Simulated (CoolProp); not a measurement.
The numbers come from the reference Helmholtz-energy equation of state, Thol 2019 in CoolProp.

Task: For n-pentane, give the phase and the cv (kJ/(kg K)), Joule-Thomson coefficient (K/MPa), Prandtl number at 138.85 °C and 1.01 bar; 160.25 °C and 1.01 bar; 170.95 °C and 1.01 bar.

Result: 
- 138.85 °C and 1.01 bar: gas; cv 2.06, Joule-Thomson coefficient 11.9, Prandtl number 0.738
- 160.25 °C and 1.01 bar: gas; cv 2.15, Joule-Thomson coefficient 10.1, Prandtl number 0.732
- 170.95 °C and 1.01 bar: gas; cv 2.19, Joule-Thomson coefficient 9.33, Prandtl number 0.730

Viscosity comes from a separate model (Quiñones-Cisneros 2006), older than the equation that it now runs on, and unchecked against measurements. Thermal conductivity comes from a separate model (Vassiliou 2015).
